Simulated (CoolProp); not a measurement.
Vapour-liquid equilibrium of m-xylene (1) + o-xylene (2) at 0.0223 bar; x and y are mole fractions of (1).

Values from CoolProp's multi-fluid Helmholtz-energy mixture model, Zhou 2012 and Zhou 2012; pair parameters Bell 2016.

```csv
x,bubble temperature (K),y at the bubble point,dew temperature at overall composition x (K),liquid density (mol/L)
0.05,314.5,0.060,314.5,8.113
0.2,313.8,0.235,314.0,8.095
0.35,313.2,0.400,313.4,8.077
0.5,312.6,0.554,312.8,8.059
0.65,312.0,0.697,312.2,8.040
0.8,311.4,0.831,311.5,8.022
0.95,310.9,0.958,310.9,8.003
```

No azeotrope shows between x = 0.05 and 0.95.

Pair parameters are fitted to limited data, so mixtures are less certain than the pure fluids.
